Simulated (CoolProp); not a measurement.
Saturated liquid density (kg/m³) of R22: the reference equation beside estimates from Tc = 369.3 K, pc = 4.990 MPa, ω = 0.221. Rackett uses Z = 0.29056 − 0.08775 ω.

Computed with CoolProp (reference Helmholtz-energy equation of state, Kamei 1995).

| T (K) | reference | Rackett | van der Waals | Redlich-Kwong | Soave-Redlich-Kwong | Peng-Robinson |
|---|---|---|---|---|---|---|
| 290.4 | 1220 | 1200 | 736.0 | 1044 | 1088 | 1234 |
| 299.7 | 1185 | 1165 | (withheld) | 1005 | 1048 | 1189 |
| 309 | 1146 | 1128 | 690.4 | 962.4 | 1005 | (withheld) |
| 318.2 | 1106 | 1088 | 665.1 | 916.8 | (withheld) | 1087 |
| 327.5 | 1061 | 1044 | 637.0 | 866.4 | 905.7 | 1026 |
| 336.8 | 1009 | (withheld) | 605.5 | (withheld) | 846.4 | 957.5 |
| 346 | 950.1 | 937.2 | 569.5 | 746.6 | 778.3 | 877.7 |
| 355.3 | 874.0 | 864.9 | 524.9 | 669.0 | (withheld) | 778.4 |

Task: Some entries are withheld; supply them.

Result: 
- 299.7, van der Waals: 714.0
- 309, Peng-Robinson: 1141
- 318.2, Soave-Redlich-Kwong: 958.2
- 336.8, Rackett: 994.2
- 336.8, Redlich-Kwong: 810.2
- 355.3, Soave-Redlich-Kwong: 694.1

Absolute difference from the reference over all 8 rows, mean and median: Rackett 1.5 and 1.6 %, van der Waals 39.9 and 39.9 %, Redlich-Kwong 18.2 and 17.7 %, Soave-Redlich-Kwong 14.7 and 14.0 %, Peng-Robinson 3.8 and 2.5 %.
